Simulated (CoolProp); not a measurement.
Computed with CoolProp (reference Helmholtz-energy equation of state, Akasaka 2023).

**Question.** Give the vapour pressure (MPa), liquid density (kg/m³), vapour density (kg/m³), enthalpy of vaporisation (kJ/kg) of saturated R1224YDZ at 32.85, 44.55, 56.25 °C.

**Answer.** 
| T (°C) | p (MPa) | liquid density (kg/m³) | vapour density (kg/m³) | enthalpy of vaporisation (kJ/kg) |
|---|---|---|---|---|
| 32.85 | 0.193 | 1340 | 12.2 | 161 |
| 44.55 | 0.281 | 1300 | 17.4 | 154 |
| 56.25 | 0.396 | 1270 | 24.4 | 148 |
